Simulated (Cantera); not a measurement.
A perfectly stirred reactor is fed with 8.90 % CH4, 6.86 % CO, 17.7 % O2, 66.5 % N2, at 0.987 atm; it is adiabatic with a 348 K inlet, and is followed from long to short residence time, starting on the burning branch (τ in s: 0.024, 0.012, 0.0056, 0.0027, 0.0013, 0.00063, 0.0003, 0.00015, 7e-05, 3.4e-05, 1.6e-05, 7.9e-06, 3.8e-06).

Model: GRI-Mech 3.0 (53 species, 325 reactions), integrated in Cantera.

One state of this run: T (K) = 1770; x CH4 = 0.00192; x CO = 0.0881; x O2 = 0.0269; x CH3 = 0.000530; x HO2 = 1.88e-5; x CO2 = 0.0615. x: mole fraction; the columns are a selection and need not sum to one.

**Question.** Which value of τ (s) does it belong to?
(A) 3.4e-5
(B) 0.00030
(C) 0.0056
(D) 7.0e-5

**Answer.** D, 7.0e-5
